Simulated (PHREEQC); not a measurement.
0.05 g of hydrous ferric oxide (600 m²/g; 0.2 weak and 0.005 strong sites per Fe, Dzombak-Morel constants, diffuse double layer) in 1 kg of water with 0.005 mol/kgw of an inert sodium salt and 0.0005 mmol/kgw NaH2PO4, at 25 °C; the pH is set by adding NaOH or the inert anion's acid. O2 is buffered at 0.21 atm. The system is closed to CO2. Precipitation was switched off in this run.

The numbers come from PHREEQC with the ion-association model, wateq4f.dat.

```
pH    P sorbed (%)  surface charge σ (C/m²)  surface potential ψ (mV)
----  ------------  -----------------------  ------------------------
3            100.0                    0.300                       215
3.5          100.0                    0.241                       207
4            100.0                    0.181                       193
4.5          100.0                    0.130                       177
5.5          100.0                    0.059                       136
6            100.0                    0.037                       113
6.5          100.0                    0.022                        88
7             99.9                    0.012                        61
7.5           99.5                    0.006                       ___
8             96.6                    0.001                         5
8.5           77.1                      ___                       -23
9.5            4.6                   -0.018                       ___
10             0.6                   -0.030                      -103
10.5           0.1                   -0.050                      -127
11             0.0                   -0.081                      -148
```

**Question.** What belongs in the gaps?

**Answer.** 
- 7.5, surface potential ψ (mV): 34
- 8.5, surface charge σ (C/m²): -0.004
- 9.5, surface potential ψ (mV): -77

H3PO4, which wateq4f.dat lacks, is added to it with the constant of phreeqc.dat. The oxide is taken as insoluble; below pH 4 it would dissolve.
